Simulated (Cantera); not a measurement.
An adiabatic, constant-volume homogeneous reactor starts with H₂ : O₂ : N₂ : H₂O = 1 : 1.09 : 4.09 : 0.2 (molar parts), equivalence ratio 0.46, at 1775 K and 0.651 atm. Integrator tolerance rtol = 1e-08.

Detailed kinetics in Cantera: GRI-Mech 3.0 (53 species, 325 reactions).

| quantity | before | after |
|---|---|---|
| time of steepest temperature rise | 11.0 µs | 17.0 µs |
| temperature at 3.00 s | 2689 K | 2260 K |
| equilibrium temperature | 2689 K | 2260 K |
| x(H₂) at 3.00 s | 0.00878 (gas-phase equilibrium 0.00878) | 0.000478 (gas-phase equilibrium 0.000478) |
| x(O₂) at 3.00 s | 0.0831 (gas-phase equilibrium 0.0831) | 0.152 (gas-phase equilibrium 0.152) |
| x(H₂O) at 3.00 s | 0.175 (gas-phase equilibrium 0.175) | 0.102 (gas-phase equilibrium 0.102) |
| x(OH) at 3.00 s | 0.0267 (gas-phase equilibrium 0.0267) | 0.00619 (gas-phase equilibrium 0.00619) |
| x(NO) at 3.00 s | 0.0182 (gas-phase equilibrium 0.0182) | 0.0118 (gas-phase equilibrium 0.0118) |

### Question
What was changed between the two runs?
A. pressure from 0.651 atm to 1.28 atm
B. H2 1 to 0.39 parts
C. pressure from 0.651 atm to 9.87 atm
D. constant pressure in place of constant volume

### Answer
B, H2 1 to 0.39 parts
